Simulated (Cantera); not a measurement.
A closed system holds: 1 mol SiC, 1.8 mol H2O, 400 mol H2, equilibrated at 130 Pa.

Equilibrium computed with Cantera from the NASA thermochemical tables; the gas is ideal and each condensed phase is pure. Candidate condensed phases: C, C6H6, C7H8, C8H18, H2O, Si, SiC, SiO2; 123 gas species. Equilibrium is a limit: real reactors are often held back by kinetics, nucleation or transport.

**Question.** Which condensed phases are stable at each of these points (T (°C)): 1100, 1200, 1300, 1400, 1500, 1600, 1700, 1800?

**Answer.** 
```json
[
 {"T (°C)": "1100", "condensed phases": "SiC(s)", "Si condensed (%)": "10.0"},
 {"T (°C)": "1200", "condensed phases": "SiC(s)", "Si condensed (%)": "10.0"},
 {"T (°C)": "1300", "condensed phases": "SiC(s)", "Si condensed (%)": "9.8"},
 {"T (°C)": "1400", "condensed phases": "SiC(s)", "Si condensed (%)": "8.4"},
 {"T (°C)": "1500", "condensed phases": "SiC(s)", "Si condensed (%)": "0.3"},
 {"T (°C)": "1600", "condensed phases": "gas only", "Si condensed (%)": "0.0"},
 {"T (°C)": "1700", "condensed phases": "gas only", "Si condensed (%)": "0.0"},
 {"T (°C)": "1800", "condensed phases": "gas only", "Si condensed (%)": "0.0"}
]
```

From 1100 °C to 1500 °C the condensed part is SiC(s). From 1600 °C to 1800 °C nothing is condensed.
